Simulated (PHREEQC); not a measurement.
Solution (25 °C): 0.0014 mol Pb(NO3)2 per kg of water. Closed to the air; pH follows from the charge balance.

Computed with PHREEQC (ion-association model, wateq4f.dat).

Problem. The ionic strength comes out as 0.00411 mol/kgw. What activity coefficients do NO3-, PbNO3+, Pb+2, PbOH+, H+ get?

Solution. NO3- 0.93, PbNO3+ 0.93, Pb+2 0.76, PbOH+ 0.93, H+ 0.94.

No solid was allowed to form. Species that the database lacks are ignored.
